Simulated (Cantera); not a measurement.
An isothermal, constant-pressure homogeneous reactor starts with NO : N2 = 1 : 0.5 (molar parts), at 1650 K and 0.247 atm.

Detailed kinetics in Cantera: GRI-Mech 3.0 (53 species, 325 reactions).

Q: Predict: x(NO) at 200 s; x(N2O) at 200 s; x(O2) at 200 s; x(N2) at 200 s; x(NO2) at 200 s; x(O) at 200 s.

A: 
```
Quantity                                            Value
---------------  ----------------------------------------
x(NO) at 200 s      0.114 (gas-phase equilibrium 0.00277)
x(N2O) at 200 s   4.38e-6 (gas-phase equilibrium 7.50e-8)
x(O2) at 200 s        0.276 (gas-phase equilibrium 0.332)
x(N2) at 200 s        0.610 (gas-phase equilibrium 0.665)
x(NO2) at 200 s  0.000230 (gas-phase equilibrium 6.14e-6)
x(O) at 200 s     2.75e-5 (gas-phase equilibrium 3.00e-5)
```
